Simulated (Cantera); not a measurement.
Cantera run:

```python
import numpy as np
import cantera as ct

gas_names = """
    C CO CO2 C2 C2O C3 C3O2 C4 C5 Mg MgO Mg2 O O2 O3
""".split()
cond_names = """
    C(gr) Mg(cr) Mg(L) MgCO3(s) MgO(s) MgO(L)
""".split()


# ... load() reads the species with a 1 bar reference pressure and builds the phases ...
atoms = {
    'MgCO3': {'Mg': 1, 'C': 1, 'O': 3},
    'O2': {'O': 2},
    'CO2': {'C': 1, 'O': 2},
}
top_T = {'C(gr)': 4500}  # K; cautious upper limits of use, not melting points


# ... equilibrate(T, P, feed) seeds the gas with the atoms and calls Mixture.equilibrate('TP', solver="vcs", rtol=1e-11, max_steps=5000) ...
results = []
feed = {'MgCO3': 1, 'O2': 4.3, 'CO2': 8.1}  # mol
T = 1800  # K
P = 10000  # Pa
mix = equilibrate(T, P, feed)
results.append((T, P, feed, dict(zip(mix.species_names, mix.species_moles))))
print(gas.report(threshold=1e-06))
for i in range(1, mix.n_phases):
    print(f"{mix.phase(i).name:16s} {mix.phase_moles(i):12.5e} mol")
```

It prints:

```
       temperature   1800 K
          pressure   10000 Pa
           density   0.026817 kg/m^3
  mean mol. weight   40.135 kg/kmol
   phase of matter   gas

                          1 kg             1 kmol
                     ---------------   ---------------
          enthalpy        -4.894e+06       -1.9642e+08  J
   internal energy       -5.2669e+06       -2.1139e+08  J
           entropy            7848.9        3.1501e+05  J/K
    Gibbs function       -1.9022e+07       -7.6345e+08  J
 heat capacity c_p            1308.5             52515  J/K
 heat capacity c_v            1101.3             44201  J/K

                      mass frac. Y      mole frac. X     chem. pot. / RT
                     ---------------   ---------------   ---------------
                CO        0.00054339        0.00077861           -44.195
               CO2           0.74343           0.67799           -60.112
                 O        8.6909e-05        0.00021802           -15.917
                O2           0.25593           0.32102           -31.834
     [  +11 minor]        5.2415e-09        5.7293e-09

C(gr)             0.00000e+00 mol
Mg(L)             0.00000e+00 mol
MgO(s)            1.00000e+00 mol
```

Method: chemical equilibrium by Gibbs-energy minimisation in Cantera with the NASA 1993 tables (ideal gas, pure condensed phases).
